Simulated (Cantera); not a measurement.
Feed: 1 mol SiH2Cl2, 6.2 mol H2, at 2300 K and 0.00530 bar.

Method: chemical equilibrium by Gibbs-energy minimisation in Cantera with the NASA 1993 tables (ideal gas, pure condensed phases). The tables' values for SiCl, SiCl3 are old estimates; treat these amounts as uncertain. Gases not in the tables: Si2H6 and higher silanes. The numbers say what is thermodynamically allowed, not how fast it happens.

| species | before | after |
|---|---|---|
| H2 | 0.632 | 0.771 |
| HCl | 0.141 | 0.130 |
| SiCl2 | 0.0224 | 0.0495 |
| H | 0.106 | 0.0270 |
| Si | 0.0719 | 0.0143 |
| Cl | 0.0169 | 0.00337 |
| SiCl3 | 2.66e-5 | 0.000104 |
| Si2 | 0.000568 | 0.000165 |
| SiH | 0.00153 | 0.000554 |
| SiCl | 0.00781 | 0.00364 |
| Si3 | 4.35e-5 | 3.47e-5 |
| SiH2 | 0.000121 | 0.000107 |
| Si(l), mol | 0 | 0.419 |
Gas species are given as mole fractions.

Question: Which change was made?
A) temperature from 2300 K to 2048 K
B) pressure from 0.00530 bar to 0.800 bar
C) temperature from 2300 K to 1623.15 K
D) 1.7 mol Cl2 added

Answer: A, temperature from 2300 K to 2048 K
